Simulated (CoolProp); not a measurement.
Values from CoolProp's reference Helmholtz-energy equation of state, Lemmon 2006. It is a short technical equation, of lower accuracy than the large ones.

Give the vapour pressure (MPa), liquid density (kg/m³), vapour density (kg/m³), surface tension (mN/m) of saturated C3F8 (R218) at -15.85, 5.05 °C.


```tsv
T (°C)	p (MPa)	liquid density (kg/m³)	vapour density (kg/m³)	surface tension (mN/m)
-15.85	0.239	1530	23.2	8.09
5.05	0.487	1430	46.8	5.79
```

Surface tension comes from a separate correlation (Mulero 2012).
